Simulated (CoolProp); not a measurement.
Vapour-liquid equilibrium of R113 (1) + n-heptane (2) at 0.824 MPa; x and y are mole fractions of (1).

Model: multi-fluid Helmholtz-energy mixture model, Marx 1992 and Span 2003; pair parameters Bell 2016, in CoolProp.

```csv
x,"bubble temperature, mixture model (K)","bubble temperature, Raoult's law (K)","y, mixture model","y, Raoult's law"
0.05,458.1,458.2,___,0.133
0.2,444.2,445.0,___,0.431
0.35,432.8,434.1,___,0.629
0.5,___,424.9,0.720,0.764
0.65,___,417.1,0.822,0.861
0.8,409.8,410.3,0.904,0.932
0.95,404.2,404.3,0.977,0.985
```

Problem. Complete the blanks.

Solution. 
- 0.05, y, mixture model: 0.113
- 0.2, y, mixture model: 0.390
- 0.35, y, mixture model: 0.583
- 0.5, bubble temperature, mixture model (K): 423.6
- 0.65, bubble temperature, mixture model (K): 416.1

The largest gap from Raoult's law is -1.3 K in bubble temperature, at x = 0.5. No azeotrope shows between x = 0.05 and 0.95.

Pair parameters are fitted to limited data, so mixtures are less certain than the pure fluids.
